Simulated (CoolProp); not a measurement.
Vapour-liquid equilibrium of n-hexane (1) + toluene (2) at 0.332 MPa; x and y are mole fractions of (1).

Computed with CoolProp (multi-fluid Helmholtz-energy mixture model, Thol 2019 and Lemmon 2006; pair parameters Bell 2016).

**Question.** Give the bubble temperature and the first vapour's composition at x = 0.15, 0.45, 0.85. Is there an azeotrope?

**Answer.** x = 0.15: 144.8 °C, y = 0.350; x = 0.45: 128.7 °C, y = 0.687; x = 0.85: 115.9 °C, y = 0.926. No azeotrope shows between x = 0.05 and 0.95.

The pair parameters rest on a limited set of measurements; away from them the model extrapolates.
